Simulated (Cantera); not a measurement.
## Equilibrium for carbon deposition, reforming and gasification: C3H8 + H2 + N2

Input: 1 mol C3H8, 4 mol H2, 13 mol N2, equilibrated at 723.15 K.

Equilibrium computed with Cantera from the NASA thermochemical tables; the gas is ideal and each condensed phase is pure. Candidate condensed phases: C, C6H6, C7H8, C8H18; 92 gas species. The ideal-gas law is rough above about 30 bar. The numbers say what is thermodynamically allowed, not how fast it happens.

```
P (Pa)     x N2    x H2     x CH4     x NH3    x C2H6     x HCN  n C(graphite)
--------  -----  ------  --------  --------  --------  --------  -------------
10        0.619   0.381   7.72e-5   1.30e-7    <1e-12   5.36e-9           3.00
56        0.619   0.380  0.000431   7.24e-7  3.13e-12   5.36e-9           2.99
320       0.621   0.377   0.00242   4.09e-6  9.97e-11   5.34e-9           2.95
1800      0.627   0.361    0.0125   2.16e-5   2.76e-9   5.25e-9           2.74
10000     0.649   0.302    0.0486   9.38e-5   5.01e-8   4.89e-9           2.03
56000     0.690   0.196     0.114  0.000282   4.27e-7   4.06e-9          0.848
320000    0.722   0.110     0.167  0.000697   1.62e-6   2.51e-9              0
1800000   0.723   0.106     0.167   0.00370   1.69e-6  4.75e-10              0
10000000  0.726  0.0891     0.169    0.0159   2.06e-6  1.13e-10              0
```
x: gas mole fraction; n: condensed amount in mol.

From 0.0750 Torr to 420 Torr the condensed part is C(graphite). From 2400 Torr to 75000 Torr nothing is condensed. The main C-bearing gas is CH4 throughout.
